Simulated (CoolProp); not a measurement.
Properties of dimethyl carbonate along the isotherm 587.6 K.

Values from CoolProp's reference Helmholtz-energy equation of state, Zhou 2011.

| p (MPa) | phase | Z | cv (kJ/(kg K)) | speed of sound (m/s) | Joule-Thomson coefficient (K/MPa) | fugacity coefficient |
|---|---|---|---|---|---|---|
| 0.566 | gas | 0.9660 | 1.752 | 231.7 | 5.981 | ___ |
| 1.13 | gas | 0.9308 | 1.759 | 224.2 | 6.292 | 0.9344 |
| 1.7 | gas | 0.8936 | 1.766 | 216.2 | ___ | 0.9020 |
| 2.27 | gas | 0.8543 | 1.774 | 207.6 | 7.091 | 0.8700 |
| 2.83 | gas | 0.8132 | 1.783 | 198.6 | ___ | 0.8388 |
| 3.4 | gas | 0.7682 | 1.794 | 188.8 | 8.192 | 0.8074 |
| 3.96 | gas | 0.7201 | 1.807 | 178.5 | ___ | 0.7766 |
| 4.53 | gas | 0.6663 | 1.823 | 167.6 | 9.660 | 0.7453 |
| 5.1 | supercritical | 0.6064 | 1.842 | 156.5 | 10.43 | 0.7140 |
| 5.66 | supercritical | 0.5410 | 1.865 | 146.6 | 10.91 | 0.6830 |
| 6.23 | supercritical | 0.4691 | 1.889 | 139.5 | ___ | 0.6514 |
| 6.8 | supercritical | 0.4000 | 1.907 | 139.0 | 9.249 | 0.6199 |
| 7.36 | supercritical | 0.3539 | 1.905 | 151.4 | 6.913 | 0.5900 |

**Question.** Fill in the missing entries.

**Answer.** 
- 0.566, fugacity coefficient: 0.9669
- 1.7, Joule-Thomson coefficient (K/MPa): 6.659
- 2.83, Joule-Thomson coefficient (K/MPa): 7.592
- 3.96, Joule-Thomson coefficient (K/MPa): 8.879
- 6.23, Joule-Thomson coefficient (K/MPa): 10.66
